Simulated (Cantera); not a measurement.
A closed system holds: 1 mol MgCO3, 0.39 mol H2O, 0.051 mol CO2, equilibrated at 1650 °C and 1.33 mbar.

Method: chemical equilibrium by Gibbs-energy minimisation in Cantera with the NASA 1993 tables (ideal gas, pure condensed phases). Candidate condensed phases: C, C6H6, C7H8, C8H18, H2O, Mg, MgCO3, MgO, Mg(OH)2; 116 gas species. The numbers say what is thermodynamically allowed, not how fast it happens.

Base state: CO2 0.636, H2O 0.249, CO 0.0648, O2 0.0332, OH 0.00721, H2 0.00591, H 0.00199, O 0.00181 (mole fractions); condensed: MgO(s).

Question: What changes in the equilibrium state with this change: pressure from 1.33 mbar to 13.3 mbar?

Answer: 
```json
[
 {"species": "CO2", "before": "0.636", "after": "0.684"},
 {"species": "H2O", "before": "0.249", "after": "0.261"},
 {"species": "CO", "before": "0.0648", "after": "0.0315"},
 {"species": "O2", "before": "0.0332", "after": "0.0162"},
 {"species": "Mg", "before": "8.62e-5", "after": "3.90e-6"},
 {"species": "H", "before": "0.00199", "after": "0.000432"},
 {"species": "O", "before": "0.00181", "after": "0.000400"},
 {"species": "H2", "before": "0.00591", "after": "0.00280"},
 {"species": "MgO(s), mol", "before": "1.000", "after": "1.000"}
]
```
